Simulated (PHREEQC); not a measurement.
0.61 g of hydrous ferric oxide (600 m²/g; 0.2 weak and 0.005 strong sites per Fe, Dzombak-Morel constants, diffuse double layer) in 1 kg of water with 0.001 mol/kgw of an inert sodium salt and 5.6e-05 mol/kgw BaCl2, at 25 °C; the pH is set by adding NaOH or the inert anion's acid. O2 is buffered at 0.21 atm. No CO2 enters from the air. No solid was allowed to form.

The series has 17 steps of pH, from 4 to 12.

The numbers come from PHREEQC with the ion-association model, wateq4f.dat.

Q: Near which pH is half of the Ba sorbed, and on which side is more sorbed?

A: Near pH 8.2, with more sorbed at higher pH.
